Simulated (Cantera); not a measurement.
Charge: 1 mol CH3SiH3, 0.47 mol CH4, 110 mol H2, at 1025 °C and 10000 Pa.

These are equilibrium values from Cantera (NASA tables, ideal gas, pure condensed phases), not measurements of a reactor. Candidate condensed phases: C, C6H6, C7H8, C8H18, Si, SiC; 87 gas species. The feed counts by its element totals alone. The numbers say what is thermodynamically allowed, not how fast it happens.

Base state: H2 0.999, CH4 0.000795 (mole fractions); condensed: C(graphite) + SiC(s).

**Question.** What changes in the equilibrium state with this change: temperature from 1025 °C to 1602 °C?

**Answer.** 
| species | before | after |
|---|---|---|
| H2 | 0.999 | 0.998 |
| H | 3.39e-6 | 0.00207 |
| C2H2 (acetylene) | 5.58e-7 | 0.000316 |
| CH4 | 0.000795 | 6.03e-5 |
| C(graphite), mol | 0.379 | 0.391 |
| SiC(s), mol | 1.00 | 0.999 |

**Question.** What changes in the equilibrium state with this change: CH3SiH3 replaced by SiH4?

**Answer.** 
| species | before | after |
|---|---|---|
| H2 | 0.999 | 1.000 |
| CH4 | 0.000795 | 2.33e-6 |
| C(graphite), mol | 0.379 | 0 |
| SiC(s), mol | 1.00 | 0.470 |
| Si(s), mol | 0 | 0.530 |
Mutual solubility and eutectic melting of coexisting phases are not modelled.
